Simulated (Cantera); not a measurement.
An isothermal, constant-pressure homogeneous reactor starts with 21.0 % CH4, 77.8 % H2O, 1.18 % H2, at 1698 K and 0.310 bar.

Computed with Cantera and GRI-Mech 3.0 (53 species, 325 reactions).

x: mole fraction; the columns are a selection and need not sum to one.

```json
[
 {"t (s)": "8.00e-6", "x CH4": "0.210", "x H2O": "0.778", "x H2": "0.0118", "x C2H": "<1e-12", "x CH2": "5.64e-10"},
 {"t (s)": "4.39e-5", "x CH4": "0.210", "x H2O": "0.778", "x H2": "0.0119", "x C2H": "<1e-12", "x CH2": "1.39e-8"},
 {"t (s)": "0.000241", "x CH4": "0.209", "x H2O": "0.777", "x H2": "0.0127", "x C2H": "5.65e-12", "x CH2": "2.33e-7"},
 {"t (s)": "0.00133", "x CH4": "0.192", "x H2O": "0.770", "x H2": "0.0283", "x C2H": "5.16e-9", "x CH2": "9.47e-7"},
 {"t (s)": "0.00728", "x CH4": "0.125", "x H2O": "0.722", "x H2": "0.116", "x C2H": "8.22e-8", "x CH2": "6.49e-7"},
 {"t (s)": "0.0400", "x CH4": "0.0470", "x H2O": "0.645", "x H2": "0.234", "x C2H": "1.61e-7", "x CH2": "3.85e-7"},
 {"t (s)": "0.220", "x CH4": "[?]", "x H2O": "[?]", "x H2": "[?]", "x C2H": "[?]", "x CH2": "[?]"},
 {"t (s)": "1.21", "x CH4": "0.00849", "x H2O": "0.407", "x H2": "0.447", "x C2H": "1.50e-8", "x CH2": "3.54e-8"},
 {"t (s)": "6.63", "x CH4": "0.000323", "x H2O": "0.373", "x H2": "0.479", "x C2H": "1.92e-11", "x CH2": "9.21e-10"},
 {"t (s)": "36.4", "x CH4": "1.47e-9", "x H2O": "0.372", "x H2": "0.480", "x C2H": "<1e-12", "x CH2": "<1e-12"},
 {"t (s)": "200", "x CH4": "1.46e-9", "x H2O": "0.372", "x H2": "0.480", "x C2H": "<1e-12", "x CH2": "<1e-12"}
]
```

**Question.** Some entries are withheld; supply them.

**Answer.** 
- 0.220, x CH4: 0.0202
- 0.220, x H2O: 0.529
- 0.220, x H2: 0.345
- 0.220, x C2H: 1.03e-7
- 0.220, x CH2: 1.65e-7
